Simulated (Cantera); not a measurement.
What does this Cantera script print?

```python
import numpy as np
import cantera as ct

gas_names = """
    AL ALCL ALCL2 ALCL3 ALH ALO ALOCL ALOH ALO2 ALO2H AL2 AL2CL6 AL2O AL2O2 CL CLO CL2 H HALO HCL HOCL
    HO2 H2 H2O H2O2 O OH O2 O3
""".split()
cond_names = """
    AL(cr) AL(L) ALCL3(s) ALCL3(L) AL2O3(a) AL2O3(L) H2O(s) H2O(L)
""".split()


# ... load() reads the species with a 1 bar reference pressure and builds the phases ...
atoms = {
    'Al2O3': {'AL': 2, 'O': 3},
    'Cl2': {'CL': 2},
    'H2': {'H': 2},
}
top_T = {}  # K; cautious upper limits of use, not melting points


# ... equilibrate(T, P, feed) seeds the gas with the atoms and calls Mixture.equilibrate('TP', solver="vcs", rtol=1e-11, max_steps=5000) ...
results = []
feed = {'Al2O3': 1, 'Cl2': 24, 'H2': 1.3}  # mol
P = 2000  # Pa
for T in [775, 825, 875, 925, 975, 1025, 1075, 1125, 1175, 1225]:
    mix = equilibrate(T, P, feed)
    results.append((T, P, feed, dict(zip(mix.species_names, mix.species_moles))))
    x = sorted(zip(gas.X, gas.species_names), reverse=True)
    print(f"T = {T:g} K  P = {P:g} Pa  gas = {mix.phase_moles(0):.4g} mol")
    print("   x: " + "  ".join(f"{s} {v:.3e}" for v, s in x if v > 1e-06))
    print("   condensed (mol): " + ("  ".join(f"{mix.phase(i).name} {mix.phase_moles(i):.4g}"
          for i in range(1, mix.n_phases) if mix.phase_moles(i) > 1e-12) or "none"))
```

It prints:

```
T = 775 K  P = 2000 Pa  gas = 25.3 mol
   x: CL2 8.972e-01  HCL 1.028e-01  CL 3.441e-05  H2O 1.542e-06  ALCL3 1.192e-06
   condensed (mol): AL2O3(a) 1
T = 825 K  P = 2000 Pa  gas = 25.3 mol
   x: CL2 8.971e-01  HCL 1.028e-01  CL 1.100e-04  ALCL3 2.815e-06  H2O 2.409e-06
   condensed (mol): AL2O3(a) 1
T = 875 K  P = 2000 Pa  gas = 25.3 mol
   x: CL2 8.969e-01  HCL 1.027e-01  CL 3.085e-04  ALCL3 7.412e-06  O2 4.002e-06  H2O 3.104e-06
   condensed (mol): AL2O3(a) 0.9999
T = 925 K  P = 2000 Pa  gas = 25.31 mol
   x: CL2 8.965e-01  HCL 1.027e-01  CL 7.747e-04  ALCL3 1.965e-05  O2 1.292e-05  H2O 3.600e-06
   condensed (mol): AL2O3(a) 0.9998
T = 975 K  P = 2000 Pa  gas = 25.32 mol
   x: CL2 8.955e-01  HCL 1.027e-01  CL 1.772e-03  ALCL3 4.910e-05  O2 3.478e-05  H2O 3.987e-06
   condensed (mol): AL2O3(a) 0.9994
T = 1025 K  P = 2000 Pa  gas = 25.35 mol
   x: CL2 8.935e-01  HCL 1.026e-01  CL 3.739e-03  ALCL3 1.137e-04  O2 8.299e-05  H2O 4.317e-06
   condensed (mol): AL2O3(a) 0.9986
T = 1075 K  P = 2000 Pa  gas = 25.39 mol
   x: CL2 8.898e-01  HCL 1.024e-01  CL 7.362e-03  ALCL3 2.443e-04  O2 1.805e-04  H2O 4.611e-06
   condensed (mol): AL2O3(a) 0.9969
T = 1125 K  P = 2000 Pa  gas = 25.48 mol
   x: CL2 8.835e-01  HCL 1.020e-01  CL 1.364e-02  ALCL3 4.892e-04  O2 3.636e-04  H2O 4.878e-06  CLO 1.688e-06
   condensed (mol): AL2O3(a) 0.9938
T = 1175 K  P = 2000 Pa  gas = 25.61 mol
   x: CL2 8.730e-01  HCL 1.015e-01  CL 2.392e-02  ALCL3 9.190e-04  O2 6.848e-04  H2O 5.116e-06  CLO 3.659e-06
   condensed (mol): AL2O3(a) 0.9882
T = 1225 K  P = 2000 Pa  gas = 25.83 mol
   x: CL2 8.565e-01  HCL 1.007e-01  CL 3.994e-02  ALCL3 1.627e-03  O2 1.214e-03  CLO 7.387e-06  H2O 5.326e-06
   condensed (mol): AL2O3(a) 0.979
```

Method: chemical equilibrium by Gibbs-energy minimisation in Cantera with the NASA 1993 tables (ideal gas, pure condensed phases). Condensed phases not in the tables: AlOCl.
